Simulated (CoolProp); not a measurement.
Vapour-liquid equilibrium of propane (1) + neopentane (2) at 308.4 K; x and y are mole fractions of (1).

Computed with CoolProp (multi-fluid Helmholtz-energy mixture model, Lemmon 2009 and Lemmon 2006; pair parameters Bell 2016).

```csv
x,"bubble pressure, mixture model (MPa)","bubble pressure, Raoult's law (MPa)","y, mixture model","y, Raoult's law"
0.05,0.2591,0.2845,0.130,0.215
0.125,0.2958,0.3588,0.289,0.427
0.2,0.3352,0.4330,0.420,0.566
0.275,0.3791,0.5073,0.532,0.664
0.35,0.4292,0.5816,0.629,0.737
0.425,0.4873,0.6558,0.712,0.794
0.5,0.5547,0.7301,0.784,0.839
0.575,0.6326,0.8043,0.843,0.876
0.65,0.7212,0.8786,0.890,0.906
0.725,0.8200,0.9529,0.928,0.932
0.8,0.9272,1.027,0.956,0.954
0.875,1.039,1.101,0.977,0.973
0.95,1.152,1.176,0.992,0.990
```

The largest gap from Raoult's law is -26.2 % in bubble pressure, at x = 0.35. No azeotrope shows between x = 0.05 and 0.95.

The pair parameters rest on a limited set of measurements; away from them the model extrapolates.
